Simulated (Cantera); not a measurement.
Charge: 1 mol B₂O₃, 6.5 mol Cl₂, 23 mol N₂, equilibrated at 652 °C and 3.40 Pa.

Cantera equilibrium calculation (NASA polynomials, part measured and part estimated; ideal gas, pure solids and liquids). Candidate condensed phases: B, BN, B₂O₃; 25 gas species. Rates play no part.

Base state: N₂ 0.776, Cl₂ 0.215, Cl 0.00919 (mole fractions); condensed: B₂O₃(l).

What changes in the equilibrium state with this change: temperature from 652 °C to 527 °C?


| species | before | after |
|---|---|---|
| N₂ | 0.776 | 0.779 |
| Cl₂ | 0.215 | 0.220 |
| Cl | 0.00919 | 0.000752 |
| B₂O₃(l), mol | 1.000 | 1.000 |
